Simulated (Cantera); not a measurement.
A closed system holds: 1 mol SiH₄, 0.0073 mol C₂H₂, 3.4 mol H₂, 0.0098 mol C₂H₄, equilibrated at 1100 °C and 7.30 mbar.

Method: chemical equilibrium by Gibbs-energy minimisation in Cantera with the NASA 1993 tables (ideal gas, pure condensed phases). Candidate condensed phases: C, C₆H₆, C₇H₈, C₈H₁₈, Si, SiC; 87 gas species. Mutual solubility and eutectic melting of coexisting phases are not modelled. Kinetics and transport are ignored.

Base state: H₂ 1.000, H 3.90e-5 (mole fractions); condensed: Si(s) + SiC(s).

**Question.** What changes in the equilibrium state with this change: temperature from 1100 °C to 1602 °C?

**Answer.** 
| species | before | after |
|---|---|---|
| H₂ | 1.000 | 0.991 |
| H | 3.90e-5 | 0.00764 |
| Si | 5.31e-8 | 0.00124 |
| Si₂C | <1e-9 | 1.93e-5 |
| SiH | 2.58e-8 | 9.78e-5 |
| SiH₂ | 2.51e-7 | 4.92e-5 |
| Si(s), mol | 0.966 | 0 |
| SiC(s), mol | 0.0342 | 0.0341 |
| Si(l), mol | 0 | 0.958 |
Gases not in the tables: Si₂H₆ and higher silanes.
